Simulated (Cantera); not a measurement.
Mixture: CH4 : CO : O2 : N2 = 1 : 0.059 : 1.07 : 4.02 (molar parts), equivalence ratio 1.9, at 0.720 bar, adiabatic and at constant pressure. Ignition delay is the time to a rise of 400 K.

Cantera simulation using GRI-Mech 3.0 (53 species, 325 reactions); the numbers are that mechanism's predictions, not measurements.

**Question.** Predict: delay at 1150 K; delay at 1225 K; delay at 1300 K; delay at 1375 K; delay at 1450 K; delay at 1525 K; apparent activation energy between 1375 and 1525 K.

**Answer.** 
```
Quantity                                                Result
--------------------------------------------------  ----------
delay at 1150 K                                        0.199 s
delay at 1225 K                                        64.4 ms
delay at 1300 K                                        22.6 ms
delay at 1375 K                                        8.56 ms
delay at 1450 K                                        3.49 ms
delay at 1525 K                                        1.55 ms
apparent activation energy between 1375 and 1525 K  200 kJ/mol
```
